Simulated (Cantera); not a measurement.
Mixture: 6.22 % CH₄, 4.04 % CO, 18.8 % O₂, 70.9 % N₂, equivalence ratio 0.77, at 0.523 atm, adiabatic and at constant pressure. Ignition delay is the time to a rise of 400 K.

Model: GRI-Mech 3.0 (53 species, 325 reactions), integrated in Cantera.

Task: Predict: delay at 1425 K; delay at 1500 K; delay at 1575 K; delay at 1650 K; delay at 1725 K; apparent activation energy between 1575 and 1725 K.

Result: 
| Item | Result |
|---|---|
| delay at 1425 K | 3.62 ms |
| delay at 1500 K | 1.70 ms |
| delay at 1575 K | 0.888 ms |
| delay at 1650 K | 0.507 ms |
| delay at 1725 K | 0.308 ms |
| apparent activation energy between 1575 and 1725 K | 160 kJ/mol |
